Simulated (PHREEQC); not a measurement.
A solution holds 60 mmol/kgw Na2HPO4, at 20 °C. Closed to the air; pH follows from the charge balance.

Equilibrium calculation in PHREEQC: ion-association model, wateq4f.dat.

This is a speciation only: nothing precipitates in the calculation.

Task: Predict the pH, ionic strength.

Result: pH 9.28; ionic strength 0.172 mol/kgw.

Task: In which forms is Na present?

Result: Na+ 97 %, NaHPO4- 3.3 % of the Na.

H3PO4, which wateq4f.dat lacks, is added to it with the constant of phreeqc.dat.
